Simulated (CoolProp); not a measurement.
Saturation properties of octamethylcyclotetrasiloxane (D4) (Tc = 586.5 K, pc = 1347 kPa, ω = 0.598).

The numbers come from the reference Helmholtz-energy equation of state, Thol 2015 in CoolProp.

```tsv
T (K)	p (kPa)	vapour density (kg/m³)	enthalpy of vaporisation (kJ/kg)	liquid cp (kJ/(kg K))	surface tension (mN/m)
311.6	0.3461	0.03966	180.6	1.693	17.0
322.2	0.6789	0.07529	176.7	1.712	16.2
332.8	1.259	0.1354	172.9	1.732	15.4
343.4	2.222	0.2318	169.1	1.753	14.7
354	3.750	0.3803	165.4	1.775	13.9
364.6	6.079	0.6003	161.7	1.797	13.1
375.2	9.505	0.9158	157.9	1.820	12.4
385.8	14.39	1.355	154.2	1.844	11.6
396.4	21.16	1.951	150.4	1.869	10.9
407	30.30	2.742	146.6	1.893	10.2
```

It boils at 448.9 K under 1 atm.

Surface tension comes from a separate correlation (Mulero 2014), older than this fluid's equation and unchecked against measurements.
